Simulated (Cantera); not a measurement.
A perfectly stirred reactor is fed with NO : N₂ = 1 : 1.1 (molar parts), at 200000 Pa; it is held at 2025 K, and followed from long to short residence time.

Cantera simulation using GRI-Mech 3.0 (53 species, 325 reactions); the numbers are that mechanism's predictions, not measurements.

Q: What does this change do: N2 1.1 to 0.23 parts?

A: 
| quantity | before | after |
|---|---|---|
| x(NO) at τ = 0.380 s | 0.241 | 0.345 |
| x(O) at τ = 0.380 s | 0.000201 | 0.000283 |
| x(NO₂) at τ = 0.380 s | 0.000426 | 0.000856 |
| x(O₂) at τ = 0.380 s | 0.117 | 0.233 |
| x(N₂) at τ = 0.380 s | 0.641 | 0.421 |
| x(NO) at τ = 7.40 ms | 0.466 | 0.784 |
| x(O) at τ = 7.40 ms | 6.82e-5 | 9.91e-5 |
| x(NO₂) at τ = 7.40 ms | 0.000266 | 0.000644 |
| x(O₂) at τ = 7.40 ms | 0.00498 | 0.0138 |
| x(N₂) at τ = 7.40 ms | 0.529 | 0.201 |

Q: What does this change do: pressure from 200000 Pa to 86000 Pa?

A: 
```csv
quantity,before,after
x(NO) at τ = 0.380 s,0.241,0.307
x(O) at τ = 0.380 s,0.000201,0.000265
x(NO₂) at τ = 0.380 s,0.000426,0.000304
x(O₂) at τ = 0.380 s,0.117,0.0841
x(N₂) at τ = 0.380 s,0.641,0.608
x(NO) at τ = 7.40 ms,0.466,0.471
x(O) at τ = 7.40 ms,6.82e-5,9.32e-5
x(NO₂) at τ = 7.40 ms,0.000266,0.000151
x(O₂) at τ = 7.40 ms,0.00498,0.00224
x(N₂) at τ = 7.40 ms,0.529,0.526
```

Q: What does this change do: pressure from 200000 Pa to 18000 Pa?

A: 
```json
[
 {"quantity": "x(NO) at τ = 0.380 s", "before": "0.241", "after": "0.409"},
 {"quantity": "x(O) at τ = 0.380 s", "before": "0.000201", "after": "0.000401"},
 {"quantity": "x(NO₂) at τ = 0.380 s", "before": "0.000426", "after": "0.000120"},
 {"quantity": "x(O₂) at τ = 0.380 s", "before": "0.117", "after": "0.0334"},
 {"quantity": "x(N₂) at τ = 0.380 s", "before": "0.641", "after": "0.557"},
 {"quantity": "x(NO) at τ = 7.40 ms", "before": "0.466", "after": "0.475"},
 {"quantity": "x(O) at τ = 7.40 ms", "before": "6.82e-5", "after": "0.000164"},
 {"quantity": "x(NO₂) at τ = 7.40 ms", "before": "0.000266", "after": "5.00e-5"},
 {"quantity": "x(O₂) at τ = 7.40 ms", "before": "0.00498", "after": "0.000437"},
 {"quantity": "x(N₂) at τ = 7.40 ms", "before": "0.529", "after": "0.524"}
]
```
